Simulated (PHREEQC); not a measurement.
Make-up at 17 °C: 11 mmol/kgw NiSO4, 0.065 mmol/kgw Na2SO4 and 0.048 mmol/kgw H2SO4. Closed to the air; pH follows from the charge balance.

Computed with PHREEQC (ion-association model, wateq4f.dat).

Task: The ionic strength comes out as 0.0319 mol/kgw. What activity coefficients do Na+, HSO4-, Ni(SO4)2-2, SO4-2, H+ get?

Result: Na+ 0.85, HSO4- 0.85, Ni(SO4)2-2 0.52, SO4-2 0.52, H+ 0.87.

No solid was allowed to form.
